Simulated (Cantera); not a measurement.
A closed system holds: 1 mol FeS, 1.3 mol H2S, 0.17 mol O2, at 1373.15 K and 10.0 mbar.

These are equilibrium values from Cantera (NASA tables, ideal gas, pure condensed phases), not measurements of a reactor. Candidate condensed phases: Fe, FeO, Fe(OH)2, Fe(OH)3, FeS, FeSO4, FeS2, Fe2O3, Fe2(SO4)3, Fe3O4, H2O, H2SO4, S; 22 gas species. FeS: taken at fixed stoichiometry. The numbers say what is thermodynamically allowed, not how fast it happens.

Base state: H2 0.384, S2 0.282, H2O 0.185, H2S 0.145, SH 0.00308, SO2 0.000944, SO 0.000248, S2O 0.000194 (mole fractions); condensed: FeS(s).

Task: What changes in the equilibrium state with this change: H2S from 1.3 to 0.055 mol?

Result: 
```tsv
species	before	after
SO2	0.000944	0.486
H2O	0.185	0.271
S2	0.282	0.204
H2	0.384	0.0229
H2S	0.145	0.00734
SO	0.000248	0.00518
S2O	0.000194	0.00344
SH	0.00308	0.000638
H	2.07e-5	5.05e-6
S	4.34e-5	3.68e-5
FeS(s), mol	1.00	0.888
FeO(s), mol	0	0.112
```
Metal and sulfide melt together well below either melting point, which pure phases cannot show. Mutual solubility and eutectic melting of coexisting phases are not modelled. The tables' stoichiometric FeO is somewhat more stable than real wüstite, so its field is too wide. FeO, FeS: taken at fixed stoichiometry.

Task: What changes in the equilibrium state with this change: temperature from 1373.15 K to 1923.15 K?

Result: 
```
species        before     after
-----------  --------  --------
H2              0.384     0.483
S2              0.282     0.289
H2O             0.185     0.131
H2S             0.145    0.0191
Fe            2.04e-8    0.0103
S             4.34e-5    0.0101
SO           0.000248    0.0170
SO2          0.000944    0.0101
SH            0.00308    0.0224
FeO             <1e-9   4.63e-5
OH            1.78e-7  0.000153
Fe(OH)2       2.62e-8   1.48e-5
H             2.07e-5   0.00655
FeS(s), mol      1.00         0
FeS(l), mol         0     0.979
```

Task: What changes in the equilibrium state with this change: temperature from 1373.15 K to 1825 K?

Result: 
```json
[
 {"species": "H2", "before": "0.384", "after": "0.481"},
 {"species": "S2", "before": "0.282", "after": "0.299"},
 {"species": "H2O", "before": "0.185", "after": "0.147"},
 {"species": "H2S", "before": "0.145", "after": "0.0262"},
 {"species": "SO", "before": "0.000248", "after": "0.0102"},
 {"species": "SH", "before": "0.00308", "after": "0.0177"},
 {"species": "Fe", "before": "2.04e-8", "after": "0.00181"},
 {"species": "OH", "before": "1.78e-7", "after": "6.52e-5"},
 {"species": "H", "before": "2.07e-5", "after": "0.00306"},
 {"species": "FeS(s), mol", "before": "1.00", "after": "0"},
 {"species": "FeS(l), mol", "before": "0", "after": "0.996"}
]
```
